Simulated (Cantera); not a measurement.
Charge: 1 mol MgO, 0.36 mol SO3, 0.59 mol H2O, 4.3 mol SO2, equilibrated at 0.100 bar.

Equilibrium computed with Cantera from the NASA thermochemical tables; the gas is ideal and each condensed phase is pure. Candidate condensed phases: H2O, H2SO4, Mg, MgO, Mg(OH)2, MgS, MgSO4, S; 26 gas species. Mutual solubility and eutectic melting of coexisting phases are not modelled. Kinetics and transport are ignored.

Question: Which condensed phases are stable at each of these points (T (K)): 850, 900, 950, 1000, 1050, 1100, 1150, 1200, 1250, 1300, 1350?

Answer: 
| T (K) | condensed phases | Mg condensed (%) |
|---|---|---|
| 850 | MgO(s) + MgSO4(s) | 100.0 |
| 900 | MgO(s) + MgSO4(s) | 100.0 |
| 950 | MgO(s) + MgSO4(s) | 100.0 |
| 1000 | MgO(s) + MgSO4(s) | 100.0 |
| 1050 | MgO(s) + MgSO4(s) | 100.0 |
| 1100 | MgO(s) + MgSO4(s) | 100.0 |
| 1150 | MgO(s) + MgSO4(s) | 100.0 |
| 1200 | MgO(s) | 100.0 |
| 1250 | MgO(s) | 100.0 |
| 1300 | MgO(s) | 100.0 |
| 1350 | MgO(s) | 100.0 |

From 850 K to 1150 K the condensed part is MgO(s) + MgSO4(s). From 1200 K to 1350 K the condensed part is MgO(s).
